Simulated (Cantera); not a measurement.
An isothermal, constant-pressure homogeneous reactor starts with CO : O2 : H2O : N2 = 0.0094 : 0.0063 : 0.079 : 1 (molar parts), at 1125 K and 160000 Pa. Integrator tolerance rtol = 1e-08.

Detailed kinetics in Cantera: GRI-Mech 3.0 (53 species, 325 reactions).

Q: What does this change do: temperature 1125 to 1523 K?

A: 
```tsv
quantity	before	after
x(CO) at 10.0 s	6.05e-10 (gas-phase equilibrium 4.76e-10)	1.23e-6 (gas-phase equilibrium 1.26e-6)
x(O2) at 10.0 s	0.00147 (gas-phase equilibrium 0.00146)	0.00146 (gas-phase equilibrium 0.00140)
x(H2O) at 10.0 s	0.0725 (gas-phase equilibrium 0.0725)	0.0725 (gas-phase equilibrium 0.0725)
x(NO) at 10.0 s	1.95e-8 (gas-phase equilibrium 9.61e-6)	8.19e-7 (gas-phase equilibrium 0.000121)
x(H) at 10.0 s	3.38e-12 (gas-phase equilibrium 2.13e-12)	3.61e-8 (gas-phase equilibrium 3.65e-8)
x(OH) at 10.0 s	2.84e-7 (gas-phase equilibrium 2.21e-7)	2.09e-5 (gas-phase equilibrium 2.07e-5)
x(HO2) at 10.0 s	1.42e-10 (gas-phase equilibrium 1.27e-10)	5.27e-9 (gas-phase equilibrium 5.11e-9)
```
